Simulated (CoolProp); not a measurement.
Vapour-liquid equilibrium of R13 (1) + propylene (2) at 0.198 MPa; x and y are mole fractions of (1).

The numbers come from the multi-fluid Helmholtz-energy mixture model, Platzer 1990 and Lemmon 2013; pair parameters Bell 2016 in CoolProp. This equation is an older, rougher fit; its heat capacities, sound speeds and derivatives of the liquid may be far off and weren't checked against measurements.

Q: Give the bubble temperature and the first vapour's composition at x = 0.05, 0.25, 0.85. Is there an azeotrope?

A: x = 0.05: 234.6 K, y = 0.266; x = 0.25: 219.7 K, y = 0.680; x = 0.85: 207.2 K, y = 0.939. No azeotrope shows between x = 0.05 and 0.95.

Pair parameters are fitted to limited data, so mixtures are less certain than the pure fluids.
